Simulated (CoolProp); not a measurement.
Values from CoolProp's reference Helmholtz-energy equation of state, Lemmon 2006. It is a short technical equation, of lower accuracy than the large ones.

### Question
Give the vapour pressure (MPa), liquid density (kg/m³), vapour density (kg/m³), enthalpy of vaporisation (kJ/kg) of saturated carbonyl sulfide at 8.45, 10.95, 21.05 °C.

### Answer
```csv
T (°C),p (MPa),liquid density (kg/m³),vapour density (kg/m³),enthalpy of vaporisation (kJ/kg)
8.45,0.829,1040,24.2,262
10.95,0.889,1030,25.9,260
21.05,1.16,1000,33.7,249
```
